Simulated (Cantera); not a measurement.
A freely propagating, adiabatic, planar premixed flame of 9.81 % CH₄, 6.48 % CO, 17.6 % O₂, 66.1 % N₂, unburnt at 600 K and 8.10 bar; multicomponent transport, grid criteria slope 0.08 and curve 0.16, no radiation.

Model: GRI-Mech 3.0 (53 species, 325 reactions), integrated in Cantera. Burning velocities carry a grid error of a few per cent, more on coarse grids.

x: mole fraction of selected species; z is measured from the peak of heat release.

| z (mm) | T (K) | u (m/s) | x CH₄ | x CO | x O₂ | x NO₂ | x H₂ | x CO₂ |
|---|---|---|---|---|---|---|---|---|
| -0.226 | 601 | 0.572 | 0.0979 | 0.0646 | 0.175 | <1e-8 | 0.00190 | 1.73e-6 |
| -0.151 | 608 | 0.581 | 0.0972 | 0.0645 | 0.174 | 4.46e-8 | 0.00507 | 3.50e-5 |
| -0.113 | 630 | 0.603 | 0.0956 | 0.0645 | 0.172 | 1.83e-7 | 0.00838 | 0.000164 |
| -0.0754 | 750 | 0.724 | 0.0883 | 0.0658 | 0.163 | 1.07e-6 | 0.0143 | 0.00147 |
| -0.0377 | 1223 | 1.20 | 0.0585 | 0.0752 | 0.121 | 1.70e-6 | 0.0227 | 0.0116 |
| -0.0188 | 1633 | 1.61 | 0.0309 | 0.0860 | 0.0783 | 4.86e-7 | 0.0270 | 0.0255 |
| 0 | 2010 | 1.98 | 0.00732 | 0.0946 | 0.0337 | 5.03e-8 | 0.0289 | 0.0452 |
| 0.0188 | 2180 | 2.14 | 0.000660 | 0.0905 | 0.0103 | 1.84e-8 | 0.0273 | 0.0631 |
| 0.0377 | 2232 | 2.18 | 4.46e-5 | 0.0835 | 0.00342 | 1.64e-8 | 0.0266 | 0.0735 |
| 0.0754 | 2273 | 2.22 | ___ | 0.0782 | ___ | ___ | 0.0271 | 0.0800 |
| 0.151 | 2306 | 2.24 | <1e-8 | 0.0771 | 0.000345 | 1.00e-8 | 0.0274 | 0.0815 |
| 0.301 | 2326 | 2.26 | <1e-8 | 0.0771 | 0.000117 | <1e-8 | 0.0274 | 0.0817 |
| 0.603 | 2334 | 2.27 | <1e-8 | 0.0771 | ___ | <1e-8 | 0.0274 | 0.0817 |

**Question.** What belongs in the gaps?

**Answer.** 
- 0.0754, x CH₄: 4.67e-7
- 0.0754, x O₂: 0.000958
- 0.0754, x NO₂: 1.38e-8
- 0.603, x O₂: 4.68e-5
